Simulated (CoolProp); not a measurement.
Vapour-liquid equilibrium of R143a (1) + fluoroethane (R161) (2) at 11.6 bar; x and y are mole fractions of (1).

The numbers come from the multi-fluid Helmholtz-energy mixture model, Lemmon and Jacobsen 2000 and Wu 2012; pair parameters Bell 2016 in CoolProp.

```json
[
 {"x": "0.05", "bubble temperature, mixture model (K)": "306.0", "bubble temperature, Raoult's law (K)": "306.0", "y, mixture model": "0.064", "y, Raoult's law": "0.066"},
 {"x": "0.2", "bubble temperature, mixture model (K)": "303.8", "bubble temperature, Raoult's law (K)": "304.1", "y, mixture model": "0.243", "y, Raoult's law": "0.253"},
 {"x": "0.35", "bubble temperature, mixture model (K)": "___", "bubble temperature, Raoult's law (K)": "302.2", "y, mixture model": "___", "y, Raoult's law": "0.422"},
 {"x": "0.5", "bubble temperature, mixture model (K)": "300.2", "bubble temperature, Raoult's law (K)": "300.4", "y, mixture model": "___", "y, Raoult's law": "0.576"},
 {"x": "0.65", "bubble temperature, mixture model (K)": "___", "bubble temperature, Raoult's law (K)": "298.7", "y, mixture model": "0.698", "y, Raoult's law": "0.717"},
 {"x": "0.8", "bubble temperature, mixture model (K)": "296.9", "bubble temperature, Raoult's law (K)": "297.0", "y, mixture model": "0.831", "y, Raoult's law": "0.845"},
 {"x": "0.95", "bubble temperature, mixture model (K)": "295.4", "bubble temperature, Raoult's law (K)": "295.5", "y, mixture model": "___", "y, Raoult's law": "0.963"}
]
```

**Question.** What belongs in the gaps?

**Answer.** 
- 0.35, bubble temperature, mixture model (K): 301.9
- 0.35, y, mixture model: 0.406
- 0.5, y, mixture model: 0.556
- 0.65, bubble temperature, mixture model (K): 298.5
- 0.95, y, mixture model: 0.959

The largest gap from Raoult's law is -0.3 K in bubble temperature, at x = 0.35. No azeotrope shows between x = 0.05 and 0.95.

Pair parameters are fitted to limited data, so mixtures are less certain than the pure fluids.
